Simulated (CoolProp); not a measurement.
Vapour-liquid equilibrium of propane (1) + c-C4F8 (RC318) (2) at 2.93 bar; x and y are mole fractions of (1).

Values from CoolProp's multi-fluid Helmholtz-energy mixture model, Lemmon 2009 and Platzer 1990; pair parameters Bell 2016. This equation is an older, rougher fit; its heat capacities, sound speeds and derivatives of the liquid may be far off and weren't checked against measurements.

| x | bubble temperature (°C) | y at the bubble point | dew temperature at overall composition x (°C) | liquid density (mol/L) |
|---|---|---|---|---|
| 0.05 | 14.6 | 0.263 | 21.5 | 7.802 |
| 0.15 | 2.2 | 0.561 | 18.4 | 8.279 |
| 0.25 | -5.0 | 0.693 | 15.0 | 8.688 |
| 0.35 | -8.9 | 0.756 | 11.4 | 9.066 |
| 0.45 | -11.0 | 0.790 | 7.3 | 9.445 |
| 0.55 | -12.3 | 0.812 | 2.8 | 9.850 |
| 0.65 | -13.2 | 0.832 | -2.5 | 10.30 |
| 0.75 | -14.0 | 0.855 | -8.5 | 10.81 |
| 0.85 | -14.6 | 0.890 | -13.8 | 11.40 |
| 0.95 | -15.0 | 0.951 | -15.0 | 12.07 |

No azeotrope shows between x = 0.05 and 0.95.

Pair parameters are fitted to limited data, so mixtures are less certain than the pure fluids. With so large a gap from Raoult's law the liquid may split in two, which this calculation doesn't test in full.
